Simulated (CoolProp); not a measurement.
Properties of neopentane along the isobar 16300 kPa (Tc = 433.7 K, pc = 3196 kPa, ω = 0.196).

Computed with CoolProp (reference Helmholtz-energy equation of state, Lemmon 2006). It is a short technical equation, of lower accuracy than the large ones.

```json
[
 {"T (K)": "341.8", "phase": "liquid", "cp (kJ/(kg K))": "2.446", "cv (kJ/(kg K))": "1.915", "isothermal compressibility (1/MPa)": "0.003120", "expansivity (1/kK)": "[?]"},
 {"T (K)": "360.7", "phase": "liquid", "cp (kJ/(kg K))": "2.538", "cv (kJ/(kg K))": "1.995", "isothermal compressibility (1/MPa)": "0.003781", "expansivity (1/kK)": "1.772"},
 {"T (K)": "379.7", "phase": "liquid", "cp (kJ/(kg K))": "2.631", "cv (kJ/(kg K))": "2.074", "isothermal compressibility (1/MPa)": "0.004624", "expansivity (1/kK)": "1.900"},
 {"T (K)": "398.6", "phase": "liquid", "cp (kJ/(kg K))": "2.723", "cv (kJ/(kg K))": "[?]", "isothermal compressibility (1/MPa)": "0.005692", "expansivity (1/kK)": "[?]"},
 {"T (K)": "417.5", "phase": "liquid", "cp (kJ/(kg K))": "2.814", "cv (kJ/(kg K))": "2.229", "isothermal compressibility (1/MPa)": "0.007052", "expansivity (1/kK)": "2.204"},
 {"T (K)": "436.4", "phase": "supercritical", "cp (kJ/(kg K))": "2.902", "cv (kJ/(kg K))": "2.306", "isothermal compressibility (1/MPa)": "0.008770", "expansivity (1/kK)": "2.377"},
 {"T (K)": "455.4", "phase": "supercritical", "cp (kJ/(kg K))": "2.988", "cv (kJ/(kg K))": "2.382", "isothermal compressibility (1/MPa)": "0.01092", "expansivity (1/kK)": "2.557"},
 {"T (K)": "474.3", "phase": "supercritical", "cp (kJ/(kg K))": "[?]", "cv (kJ/(kg K))": "2.457", "isothermal compressibility (1/MPa)": "0.01354", "expansivity (1/kK)": "2.733"},
 {"T (K)": "493.2", "phase": "supercritical", "cp (kJ/(kg K))": "3.143", "cv (kJ/(kg K))": "2.530", "isothermal compressibility (1/MPa)": "0.01664", "expansivity (1/kK)": "2.896"},
 {"T (K)": "512.1", "phase": "supercritical", "cp (kJ/(kg K))": "3.211", "cv (kJ/(kg K))": "[?]", "isothermal compressibility (1/MPa)": "0.02019", "expansivity (1/kK)": "[?]"},
 {"T (K)": "531.1", "phase": "supercritical", "cp (kJ/(kg K))": "3.272", "cv (kJ/(kg K))": "2.673", "isothermal compressibility (1/MPa)": "[?]", "expansivity (1/kK)": "3.134"},
 {"T (K)": "550", "phase": "supercritical", "cp (kJ/(kg K))": "3.325", "cv (kJ/(kg K))": "2.742", "isothermal compressibility (1/MPa)": "[?]", "expansivity (1/kK)": "3.190"}
]
```

### Question
Some entries are withheld; supply them.

### Answer

- 341.8, expansivity (1/kK): 1.660
- 398.6, cv (kJ/(kg K)): 2.152
- 398.6, expansivity (1/kK): 2.044
- 474.3, cp (kJ/(kg K)): 3.068
- 512.1, cv (kJ/(kg K)): 2.602
- 512.1, expansivity (1/kK): 3.033
- 531.1, isothermal compressibility (1/MPa): 0.02410
- 550, isothermal compressibility (1/MPa): 0.02818
